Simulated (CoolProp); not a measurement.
The fluid at 293.15 K and 0.201 MPa is throttled through a valve to 0.0923 MPa with no heat exchange. The same conditions are run with several fluids, on thermodynamics alone (safety and materials aside).

Values from CoolProp's reference Helmholtz-energy equation of state of each fluid (dry air: Lemmon 2000; R507A: Lemmon 2003; methane: Setzmann 1991; R1132(E): Akasaka 2024; fluoroethane (R161): Wu 2012). Blends and air are pseudo-pure fits.

```
fluid                temperature change (K)  final density (kg/m³)
-------------------  ----------------------  ---------------------
dry air                                -0.3                   1.10
R507A                                  -2.0                   3.83
methane                                -0.5                  0.610
R1132(E)                               -1.8                   2.47
fluoroethane (R161)                    -2.5                   1.86
```
